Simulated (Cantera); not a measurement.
Feed: 1 mol CCl4, 0.026 mol F2, held at 18.0 Torr.

Cantera equilibrium calculation (NASA polynomials, part measured and part estimated; ideal gas, pure solids and liquids). Candidate condensed phases: C; 27 gas species. The tables' values for CCl are old estimates; treat these amounts as uncertain. The numbers say what is thermodynamically allowed, not how fast it happens.

Question: At 2700 K, list the 7 most abundant gas species with their mole fractions, and the condensed phases.

Answer: Cl 0.986, F 0.0119, Cl2 0.000799, CF 0.000686, C3 0.000367, CF2 0.000106, C 8.83e-5. Condensed: C(graphite).
